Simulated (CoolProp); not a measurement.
Values from CoolProp's reference Helmholtz-energy equation of state, Lemmon 2006. It is a short technical equation, of lower accuracy than the large ones.

Task: Give the vapour pressure (kPa), vapour density (kg/m³), liquid cp (kJ/(kg K)) of saturated CH3F (R41) at -63.85 °C.

Result: 
```tsv
T (°C)	p (kPa)	vapour density (kg/m³)	liquid cp (kJ/(kg K))
-63.85	212	4.44	2.10
```
